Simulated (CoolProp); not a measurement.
R1233zd(E) at 330.37 K and 0.235 MPa is throttled through a valve to 0.141 MPa with no heat exchange. Each further row changes one setting.

The numbers come from the reference Helmholtz-energy equation of state, Akasaka 2022 in CoolProp.

| case | temperature change (K) | final density (kg/m³) |
|---|---|---|
| as stated | -2.2 | … |
| outlet pressure 0.0423 MPa | … | … |
| outlet pressure 0.183 MPa | … | … |

Q: Complete the blanks.

A: 
- as stated, final density (kg/m³): 7.01
- outlet pressure 0.0423 MPa, temperature change (K): -4.5
- outlet pressure 0.0423 MPa, final density (kg/m³): 2.06
- outlet pressure 0.183 MPa, temperature change (K): -1.2
- outlet pressure 0.183 MPa, final density (kg/m³): 9.19
